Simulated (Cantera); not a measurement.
An isothermal, constant-pressure homogeneous reactor starts with 61.9 % NH3, 38.1 % H2, at 1525 K and 0.0267 bar.

Model: the gas-phase N/H chemistry of the illustrative SiF4/NH3 mechanism in the Surface Chemkin manual (1991), integrated in Cantera. Walls and surfaces, which speed up NH3 decomposition in real reactors, are not modelled.

x: mole fraction; the columns are a selection and need not sum to one.

```tsv
t (s)	x NH3	x H2	x N2H2	x H	x NH2	x NH	x N2
0.000400	0.619	0.381	<1e-12	3.33e-8	…	<1e-12	<1e-12
0.00118	0.619	0.381	3.98e-12	9.67e-8	…	7.36e-12	<1e-12
0.00348	0.619	0.381	6.88e-11	2.84e-7	…	6.75e-11	6.06e-11
0.0103	0.619	0.381	8.57e-10	8.36e-7	…	5.97e-10	2.61e-9
0.0303	0.619	0.381	8.61e-9	2.46e-6	…	5.20e-9	8.46e-8
0.0894	0.619	0.381	7.88e-8	7.15e-6	…	4.36e-8	2.47e-6
0.264	0.619	0.381	4.36e-7	1.63e-5	…	2.21e-7	5.71e-5
0.779	0.618	0.382	5.50e-7	1.82e-5	6.64e-5	2.76e-7	0.000398
2.30	0.614	0.384	5.45e-7	1.84e-5	6.62e-5	2.75e-7	0.00144
6.78	0.605	0.391	5.30e-7	1.88e-5	6.55e-5	2.74e-7	0.00444
20.0	0.577	0.410	4.91e-7	2.00e-5	6.35e-5	2.70e-7	0.0129
```

Q: Some entries are withheld; supply them.

A: 
- 0.000400, x NH2: 1.18e-7
- 0.00118, x NH2: 3.51e-7
- 0.00348, x NH2: 1.04e-6
- 0.0103, x NH2: 3.05e-6
- 0.0303, x NH2: 9.00e-6
- 0.0894, x NH2: 2.62e-5
- 0.264, x NH2: 5.94e-5
